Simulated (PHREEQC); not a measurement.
Brine: an equilibrium model

Consider water at 25 °C with 2.1 mol HCl and 1.7 mol CaCl2 per kg of water. Closed to the air; pH follows from the charge balance.

Equilibrium calculation in PHREEQC: Pitzer model, pitzer.dat.

- pH = -1.27
- ionic strength = 7.20 mol/kgw
- activity of water = 0.751
- density = 1.160 g/cm³
- osmotic coefficient = 1.707
- total alkalinity = -2100 meq/kg

| species | molality | activity | log γ |
|---|---|---|---|
| Cl- | 5.50 | 3.52 | -0.193 |
| H+ | 2.10 | 18.8 | 0.952 |
| Ca+2 | 1.70 | 12.4 | 0.864 |

Precipitation was switched off in this run. Complexes and solids missing from the database can't appear. In brines, pH and single-ion activities rest on the MacInnes convention.
